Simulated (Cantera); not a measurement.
Input: 1 mol TiCl4, 1.1 mol H2O, 12 mol H2, at 1677 °C and 0.100 bar.

Cantera equilibrium calculation (NASA polynomials, part measured and part estimated; ideal gas, pure solids and liquids). Candidate condensed phases: H2O, Ti, TiCl2, TiCl3, TiCl4, TiO, TiO2, Ti2O3, Ti3O5, Ti4O7; 23 gas species. The tables' values for TiCl2 are old estimates; treat these amounts as uncertain. Equilibrium is a limit: real reactors are often held back by kinetics, nucleation or transport.

Base state: H2 0.762, HCl 0.216, TiCl3 0.0132, TiCl2 0.00440, H 0.00316, Cl 0.000671, TiCl4 0.000323, H2O 0.000318 (mole fractions); condensed: Ti2O3(s).

Task: What changes in the equilibrium state with this change: H2 from 12 to 300 mol?

Result: 
```tsv
species	before	after
H2	0.762	0.983
HCl	0.216	0.0131
H	0.00316	0.00359
TiCl3	0.0132	4.93e-6
TiCl2	0.00440	3.08e-5
TiCl4	0.000323	6.43e-9
TiOCl2	5.93e-5	2.28e-7
Ti2O3(s), mol	0.365	0.0436
TiO(s), mol	0	0.900
```
Mutual solubility and eutectic melting of coexisting phases are not modelled. TiO: taken at fixed stoichiometry.
